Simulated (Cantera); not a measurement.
A Cantera script and its output.

```python
import numpy as np
import cantera as ct

gas = ct.Solution("SiF4_NH3_mec.yaml", "gas")
gas.TPX = 1850, 3100, {'NH3': 1, 'H2': 0.91}
reactor = ct.IdealGasConstPressureReactor(gas, energy="off", clone=False)
net = ct.ReactorNet([reactor])
net.rtol, net.atol = 1e-08, 1e-18
show = ['NH3', 'H2', 'NH', 'N2H2', 'H', 'N2H4']
times = np.geomspace(3e-06, 2, 10)

steps = ct.SolutionArray(gas, extra=["t"])
rows = []
print(f"{'t/s':>10s}{'T/K':>9s}{'P/Pa':>11s}" + "".join(f"{s:>11s}" for s in show))
for t in times:
    while net.time < t:
        t_next = net.step()
        steps.append(gas.state, t=t_next)
    rows.append([np.interp(t, steps.t, y) for y in (steps.T, steps.P, *steps(*show).X.T)])
    print(f"{t:10.3e}{rows[-1][0]:9.1f}{rows[-1][1]:11.4g}" + "".join(f"{x:11.3e}" for x in rows[-1][2:]))
rate = np.gradient(steps.T, steps.t)
print("integrator steps:", len(steps.t))
if steps.T.max() > steps.T[0] + 200:
    print(f"time of steepest temperature rise: {steps.t[rate.argmax()]:.4e} s")
gas.TPX = 1850, 3100, {'NH3': 1, 'H2': 0.91}
gas.equilibrate("TP")
print(f"equilibrium (TP): T = {gas.T:.1f} K  " + "  ".join(f"{s} {gas[s].X[0]:.3e}" for s in show))
```

Output:

```
       t/s      T/K       P/Pa        NH3         H2         NH       N2H2          H       N2H4
 3.000e-06   1850.0       3100  5.236e-01  4.764e-01  3.948e-14  1.036e-15  7.127e-08  6.292e-17
 1.331e-05   1850.0       3100  5.236e-01  4.764e-01  2.628e-12  1.199e-13  2.362e-07  5.849e-15
 5.906e-05   1850.0       3100  5.236e-01  4.764e-01  1.252e-10  1.026e-11  9.079e-07  2.696e-13
 2.621e-04   1850.0       3100  5.235e-01  4.764e-01  3.589e-09  5.192e-10  3.885e-06  6.738e-12
 1.163e-03   1850.0       3100  5.235e-01  4.764e-01  7.676e-08  1.544e-08  1.706e-05  1.393e-10
 5.160e-03   1850.0       3100  5.232e-01  4.765e-01  1.410e-06  4.179e-07  7.330e-05  2.604e-09
 2.289e-02   1850.0       3100  5.208e-01  4.779e-01  6.101e-06  2.520e-06  1.564e-04  1.166e-08
 1.016e-01   1850.0       3100  5.079e-01  4.865e-01  6.142e-06  2.469e-06  1.615e-04  1.143e-08
 4.507e-01   1850.0       3100  4.560e-01  5.214e-01  5.983e-06  2.118e-06  1.795e-04  9.900e-09
 2.000e+00   1850.0       3100  2.960e-01  6.289e-01  5.285e-06  1.174e-06  2.492e-04  5.536e-09
integrator steps: 515
equilibrium (TP): T = 1850.0 K  NH3 2.524e-07  H2 8.256e-01  NH 3.456e-10  N2H2 4.724e-15  H 2.798e-03  N2H4 2.959e-19
```

Cantera simulation using the gas-phase N/H chemistry of the illustrative SiF4/NH3 mechanism in the Surface Chemkin manual (1991); the numbers are that mechanism's predictions, not measurements. Walls and surfaces, which speed up NH3 decomposition in real reactors, are not modelled.
